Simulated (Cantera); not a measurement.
Charge: 1 mol Si, 0.78 mol H2, at 1075 °C and 4.00 bar.

Cantera equilibrium calculation (NASA polynomials, part measured and part estimated; ideal gas, pure solids and liquids). Candidate condensed phases: Si; 9 gas species. Equilibrium is a limit: real reactors are often held back by kinetics, nucleation or transport.

Base state: H2 1.000 (mole fractions); condensed: Si(s).

Question: What changes in the equilibrium state with this change: 0.00044 mol Cl2 added?

Answer: 
| species | before | after |
|---|---|---|
| H2 | 1.000 | 0.999 |
| HCl | 0 | 0.00111 |
| Si(s), mol | 1.000 | 1.000 |
